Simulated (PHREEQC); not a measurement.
Solution A (31 mmol/kgw CuSO4, 6.5 mmol/kgw H2SO4 and 0.049 mmol/kgw NaCl) is mixed with solution B (0.23 mol NaOH and 0.0079 mol NaAlO2 per kg of water) at 20 °C; shares are by mass of water, 1 kg in all. O2 is buffered at 0.21 atm. The system is closed to CO2. The run lets Al(OH)3(a), Cu(OH)2, Brochantite, Antlerite, Atacamite, Basaluminite, Halite, Mirabilite, Chalcanthite precipitate or redissolve, and no other solid.

The series has 21 steps of share of solution B, from 0 to 1.

Computed with PHREEQC (ion-association model, wateq4f.dat).

Problem. Which solids form, in which order, and at which step of the series does each first stand?

Solution. Antlerite from share of solution B = 0.05 (pH 4.20), last present at share of solution B = 0.15; Basaluminite from share of solution B = 0.15 (pH 4.65), last present at share of solution B = 0.2; Brochantite from share of solution B = 0.2 (pH 8.97), last present at share of solution B = 0.2; Cu(OH)2 from share of solution B = 0.2 (pH 8.97), last present at share of solution B = 0.95.

Problem. Between which two steps does the pH jump most, and from what to what?

Solution. Between share of solution B = 0.15 and 0.2: from 4.65 to 8.97.

Species that the database lacks are ignored. The database's constant for dissolved Cu(OH)2 is higher than later reviews accept.
